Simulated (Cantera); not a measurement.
A perfectly stirred reactor is fed with 74.1 % NH₃, 25.9 % N₂, at 0.380 bar; it is held at 2200 K, and followed from long to short residence time.

Cantera simulation using the gas-phase N/H chemistry of the illustrative SiF4/NH3 mechanism in the Surface Chemkin manual (1991); the numbers are that mechanism's predictions, not measurements. Walls and surfaces, which speed up NH3 decomposition in real reactors, are not modelled.

x: mole fraction; the columns are a selection and need not sum to one.

```
τ (s)    x NH₃      x N     x NH   x H₂   x N₂H₄  x N₂H₂
------  ------  -------  -------  -----  -------  ------
0.48    0.0125  4.21e-6  1.70e-5  0.625  1.08e-9       ?
0.27    0.0241  3.97e-6  2.04e-5  0.616  2.51e-9       ?
0.15    0.0443  3.84e-6  2.44e-5  0.599  5.58e-9       ?
0.087   0.0744  3.74e-6  2.87e-5  0.573  1.12e-8       ?
0.049    0.123  3.64e-6  3.35e-5  0.531  2.20e-8       ?
0.028    0.192  3.50e-6  3.81e-5  0.472  4.02e-8       ?
0.016    0.280  3.29e-6  4.22e-5  0.395  6.79e-8       ?
0.0089   0.387  2.98e-6  4.50e-5  0.304  1.07e-7       ?
0.0050   0.489  2.56e-6  4.60e-5  0.215  1.53e-7       ?
```

Fill in the missing entries.


- 0.48, x N₂H₂: 1.28e-7
- 0.27, x N₂H₂: 2.46e-7
- 0.15, x N₂H₂: 4.64e-7
- 0.087, x N₂H₂: 8.15e-7
- 0.049, x N₂H₂: 1.43e-6
- 0.028, x N₂H₂: 2.38e-6
- 0.016, x N₂H₂: 3.75e-6
- 0.0089, x N₂H₂: 5.63e-6
- 0.0050, x N₂H₂: 7.70e-6
